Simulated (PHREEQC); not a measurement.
Make-up at 25 °C: 0.00072 mol/kgw CaSO4, 0.00089 mol/kgw CO2 and 0.19 mol/kgw KCl. Closed to the air; pH follows from the charge balance.

Equilibrium calculation in PHREEQC: Pitzer model, pitzer.dat.

### Question
The ionic strength comes out as 0.193 mol/kgw. What activity coefficients do Cl-, K+, Ca+2, HCO3-, SO4-2 get?

### Answer
Cl- 0.72, K+ 0.72, Ca+2 0.28, HCO3- 0.73, SO4-2 0.22. Single-ion values are on the MacInnes scale.

No solid was allowed to form.
